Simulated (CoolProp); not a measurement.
Vapour-liquid equilibrium of R134a (1) + R245fa (2) at 0.00224 MPa; x and y are mole fractions of (1).

Model: multi-fluid Helmholtz-energy mixture model, Tillner-Roth 1994 and Akasaka 2015; pair parameters Akasaka 2014, in CoolProp.

```json
[
 {"x": "0.05", "bubble temperature, mixture model (°C)": "-58.9", "bubble temperature, Raoult's law (°C)": "-58.8", "y, mixture model": "___", "y, Raoult's law": "0.384"},
 {"x": "0.125", "bubble temperature, mixture model (°C)": "___", "bubble temperature, Raoult's law (°C)": "-64.6", "y, mixture model": "0.659", "y, Raoult's law": "0.653"},
 {"x": "0.2", "bubble temperature, mixture model (°C)": "-68.9", "bubble temperature, Raoult's law (°C)": "-68.7", "y, mixture model": "0.784", "y, Raoult's law": "0.781"},
 {"x": "0.275", "bubble temperature, mixture model (°C)": "___", "bubble temperature, Raoult's law (°C)": "-71.9", "y, mixture model": "0.854", "y, Raoult's law": "0.852"},
 {"x": "0.35", "bubble temperature, mixture model (°C)": "___", "bubble temperature, Raoult's law (°C)": "-74.4", "y, mixture model": "___", "y, Raoult's law": "0.896"},
 {"x": "0.425", "bubble temperature, mixture model (°C)": "___", "bubble temperature, Raoult's law (°C)": "-76.5", "y, mixture model": "0.925", "y, Raoult's law": "0.925"},
 {"x": "0.5", "bubble temperature, mixture model (°C)": "___", "bubble temperature, Raoult's law (°C)": "-78.2", "y, mixture model": "0.945", "y, Raoult's law": "0.946"},
 {"x": "0.575", "bubble temperature, mixture model (°C)": "-79.8", "bubble temperature, Raoult's law (°C)": "-79.8", "y, mixture model": "0.960", "y, Raoult's law": "0.961"},
 {"x": "0.65", "bubble temperature, mixture model (°C)": "-81.1", "bubble temperature, Raoult's law (°C)": "-81.1", "y, mixture model": "0.971", "y, Raoult's law": "0.972"},
 {"x": "0.725", "bubble temperature, mixture model (°C)": "-82.3", "bubble temperature, Raoult's law (°C)": "-82.3", "y, mixture model": "___", "y, Raoult's law": "0.981"},
 {"x": "0.8", "bubble temperature, mixture model (°C)": "-83.4", "bubble temperature, Raoult's law (°C)": "-83.4", "y, mixture model": "0.987", "y, Raoult's law": "0.987"},
 {"x": "0.875", "bubble temperature, mixture model (°C)": "-84.3", "bubble temperature, Raoult's law (°C)": "-84.3", "y, mixture model": "0.993", "y, Raoult's law": "0.993"},
 {"x": "0.95", "bubble temperature, mixture model (°C)": "-85.2", "bubble temperature, Raoult's law (°C)": "-85.2", "y, mixture model": "0.997", "y, Raoult's law": "0.997"}
]
```

**Question.** Fill in the missing entries.

**Answer.** 
- 0.05, y, mixture model: 0.391
- 0.125, bubble temperature, mixture model (°C): -64.8
- 0.275, bubble temperature, mixture model (°C): -72.1
- 0.35, bubble temperature, mixture model (°C): -74.5
- 0.35, y, mixture model: 0.897
- 0.425, bubble temperature, mixture model (°C): -76.6
- 0.5, bubble temperature, mixture model (°C): -78.3
- 0.725, y, mixture model: 0.980

The largest gap from Raoult's law is -0.2 K in bubble temperature, at x = 0.125. No azeotrope shows between x = 0.05 and 0.95.

Pair parameters are fitted to limited data, so mixtures are less certain than the pure fluids.
